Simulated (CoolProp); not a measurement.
Vapour-liquid equilibrium of benzene (1) + n-nonane (2) at 0.789 bar; x and y are mole fractions of (1).

The numbers come from the multi-fluid Helmholtz-energy mixture model, Thol 2012 and Lemmon 2006; pair parameters Bell 2016 in CoolProp.

```csv
x,bubble temperature (K),y at the bubble point,dew temperature at overall composition x (K),liquid density (mol/L)
0.05,402.3,0.326,413.0,5.026
0.2,379.2,0.720,407.5,[?]
0.35,367.4,0.842,401.2,[?]
0.5,360.3,0.900,393.8,[?]
0.65,355.1,0.936,384.5,7.753
0.8,[?],0.965,372.0,8.760
0.95,346.6,[?],353.0,10.03
```

Some entries are withheld; supply them.


- 0.2, liquid density (mol/L): 5.624
- 0.35, liquid density (mol/L): 6.238
- 0.5, liquid density (mol/L): 6.931
- 0.8, bubble temperature (K): 350.7
- 0.95, y at the bubble point: 0.991

No azeotrope shows between x = 0.05 and 0.95.

Pair parameters are fitted to limited data, so mixtures are less certain than the pure fluids.
